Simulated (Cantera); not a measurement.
Mixture: CH4 : C2H6 : O2 : N2 = 1 : 0.039 : 5.34 : 20.1 (molar parts), equivalence ratio 0.40, at 300 Torr, adiabatic and at constant volume. Ignition delay is the time to a rise of 400 K.

Model: GRI-Mech 3.0 (53 species, 325 reactions), integrated in Cantera.

Problem. What does this change do: CH4 1 to 2.4 parts?

Solution. 
```json
[
 {"quantity": "delay at 1025 K", "before": "0.273 s", "after": "0.837 s"},
 {"quantity": "delay at 1125 K", "before": "59.5 ms", "after": "0.169 s"},
 {"quantity": "delay at 1225 K", "before": "14.5 ms", "after": "37.5 ms"},
 {"quantity": "delay at 1325 K", "before": "4.05 ms", "after": "9.28 ms"},
 {"quantity": "delay at 1425 K", "before": "1.34 ms", "after": "2.64 ms"},
 {"quantity": "delay at 1525 K", "before": "0.545 ms", "after": "0.913 ms"},
 {"quantity": "delay at 1625 K", "before": "0.265 ms", "after": "0.391 ms"},
 {"quantity": "apparent activation energy between 1425 and 1625 K", "before": "160 kJ/mol", "after": "180 kJ/mol"}
]
```

Problem. What does this change do: C2H6 0.039 to 0.012 parts?

Solution. 
```csv
quantity,before,after
delay at 1025 K,0.273 s,0.671 s
delay at 1125 K,59.5 ms,0.126 s
delay at 1225 K,14.5 ms,27.2 ms
delay at 1325 K,4.05 ms,6.93 ms
delay at 1425 K,1.34 ms,2.17 ms
delay at 1525 K,0.545 ms,0.852 ms
delay at 1625 K,0.265 ms,0.408 ms
apparent activation energy between 1425 and 1625 K,160 kJ/mol,160 kJ/mol
```

Problem. What does this change do: pressure from 300 Torr to 2930 Torr?

Solution. 
| quantity | before | after |
|---|---|---|
| delay at 1025 K | 0.273 s | 44.9 ms |
| delay at 1125 K | 59.5 ms | 9.60 ms |
| delay at 1225 K | 14.5 ms | 2.67 ms |
| delay at 1325 K | 4.05 ms | 0.838 ms |
| delay at 1425 K | 1.34 ms | 0.291 ms |
| delay at 1525 K | 0.545 ms | 0.113 ms |
| delay at 1625 K | 0.265 ms | 50.1 µs |
| apparent activation energy between 1425 and 1625 K | 160 kJ/mol | 170 kJ/mol |
